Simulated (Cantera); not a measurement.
**Premixed flame**

A freely propagating, adiabatic, planar premixed flame of 42.0 % H₂, 8.40 % O₂, 31.6 % N₂, 18.1 % H₂O, equivalence ratio 2.5, unburnt at 648 K and 100.0 Torr; mixture-averaged transport, grid criteria slope 0.08 and curve 0.16, no radiation.

Cantera simulation using the H2/O2 subset of GRI-Mech 3.0, which has no nitrogen chemistry; the numbers are that mechanism's predictions, not measurements. Burning velocities carry a grid error of a few per cent, more on coarse grids.

| z (mm) | T (K) | u (m/s) | x H₂ | x O₂ | x H₂O | x OH | x HO₂ | x H₂O₂ |
|---|---|---|---|---|---|---|---|---|
| -18.1 | 648 | 6.32 | 0.420 | 0.0840 | 0.181 | <1e-8 | <1e-8 | <1e-8 |
| -12.0 | 648 | 6.32 | 0.420 | 0.0840 | 0.181 | <1e-8 | <1e-8 | <1e-8 |
| -9.03 | 648 | 6.32 | 0.420 | 0.0840 | 0.181 | <1e-8 | 1.79e-8 | <1e-8 |
| -6.02 | 648 | 6.32 | 0.420 | 0.0840 | 0.181 | <1e-8 | 1.76e-6 | <1e-8 |
| -3.01 | 663 | 6.45 | 0.417 | 0.0836 | 0.182 | 2.70e-5 | 5.92e-5 | 7.45e-7 |
| -1.51 | 783 | 7.53 | 0.396 | 0.0791 | 0.196 | 0.000189 | 4.01e-5 | 5.28e-7 |
| 0 | 1063 | 10.0 | 0.311 | 0.0494 | 0.263 | 0.000947 | 1.52e-5 | 1.80e-7 |
| 1.51 | 1256 | 11.8 | 0.236 | 0.00931 | 0.342 | 0.00178 | 2.45e-6 | 1.57e-7 |
| 3.01 | 1332 | 12.4 | 0.226 | 0.00144 | 0.359 | 0.00198 | 3.55e-7 | 1.37e-7 |
| 6.02 | 1411 | 13.1 | 0.231 | 0.000477 | 0.363 | 0.00227 | 1.10e-7 | 1.33e-7 |
| 12.0 | 1499 | 13.8 | 0.240 | 0.000361 | 0.366 | 0.00247 | 7.79e-8 | 1.11e-7 |
| 24.1 | 1588 | 14.5 | 0.248 | 0.000243 | 0.369 | 0.00244 | 5.12e-8 | 7.48e-8 |
| 48.2 | 1670 | 15.2 | 0.256 | 0.000138 | 0.372 | 0.00214 | 3.02e-8 | 4.19e-8 |
x: mole fraction of selected species; z is measured from the peak of heat release.

| Quantity | Value |
|---|---|
| laminar burning velocity | 632 cm/s |
| thermal thickness | 6.02 mm |
| peak x(OH) | 0.00249 |
| peak x(HO₂) | 5.93e-5 |
| peak x(H₂O₂) | 8.84e-7 |
| grid points | 136 |
